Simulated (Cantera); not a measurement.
Mixture: 6.99 % CH₃OH, 17.2 % O₂, 64.6 % N₂, 11.2 % CO₂, at 1950 Torr, adiabatic and at constant volume. Ignition delay is the time to a rise of 400 K.

Detailed kinetics in Cantera: GRI-Mech 3.0 (53 species, 325 reactions). GRI-Mech 3.0 was tuned for natural gas; its chemistry of methanol as a main component is partial and can be far from experiment.

**Question.** Predict: delay at 1175 K; delay at 1375 K; delay at 1575 K; delay at 1775 K; apparent activation energy between 1675 and 1875 K.

**Answer.** 
```
Property                                                Result
--------------------------------------------------  ----------
delay at 1175 K                                        7.04 ms
delay at 1375 K                                       0.391 ms
delay at 1575 K                                        55.1 µs
delay at 1775 K                                        13.7 µs
apparent activation energy between 1675 and 1875 K  160 kJ/mol
```
